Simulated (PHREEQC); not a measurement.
## Leach liquor

Consider water at 20 °C with 2.7 mmol/kgw HCl, 0.083 mmol/kgw Li2SO4 and 1.3 mmol/kgw Fe2(SO4)3. Closed to the air; pH follows from the charge balance.

The numbers come from PHREEQC with the ion-association model, phreeqc.dat.

Each row changes one thing in this solution. No solid was allowed to form.

| case | pH | ionic strength (mol/kgw) | FeSO4+ (mol/kgw) | SO4-2 (mol/kgw) | FeOH+2 (mol/kgw) | Fe+3 (mol/kgw) | SI of Goethite (FeOOH) | SI of Hematite (Fe2O3) |
|---|---|---|---|---|---|---|---|---|
| as made | 2.58 | 0.00979 | 0.00179 | 0.00178 | 0.000377 | 0.000307 | +4.71 | +11.41 |
| temperature from 20 to 45 °C | 2.55 | 0.0100 | 0.00150 | 0.00181 | 0.000717 | 0.000159 | +5.15 | +12.39 |
| temperature from 20 to 75 °C | 2.51 | 0.0106 | 0.000917 | 0.00171 | 0.00110 | 6.68e-5 | +5.49 | +13.19 |
| Li2SO4 from 8.3e-05 to 0.000124 mol/kgw | 2.59 | 0.00987 | 0.00179 | 0.00181 | 0.000374 | 0.000304 | +4.71 | +11.41 |
| Fe2(SO4)3 from 0.0013 to 0.0026 mol/kgw | 2.59 | 0.0149 | 0.00388 | 0.00314 | 0.000541 | 0.000462 | +4.85 | +11.68 |
| diluted 10-fold with water | 3.30 | 0.00152 | 3.68e-5 | 0.000347 | 0.000138 | 1.77e-5 | +5.80 | +13.58 |
| HCl replaced by NH4Cl at the same molality | 3.05 | 0.0115 | 0.00139 | 0.00231 | 0.000699 | 0.000199 | +5.90 | +13.79 |
| Li2SO4 replaced by Li2CO3 at the same molality | 2.60 | 0.00968 | 0.00177 | 0.00175 | 0.000396 | 0.000309 | +4.77 | +11.53 |
| HCl from 0.0027 to 0.0135 mol/kgw | 1.95 | 0.0202 | 0.00168 | 0.00131 | 0.000142 | 0.000562 | +2.95 | +7.89 |

Some of these states are supersaturated (in Hematite (slow to form), Goethite (slow to form), Fe(OH)3(a), for instance). Away from 25 °C the constants follow the database's enthalpies or fits; those with neither stay at their 25 °C values.
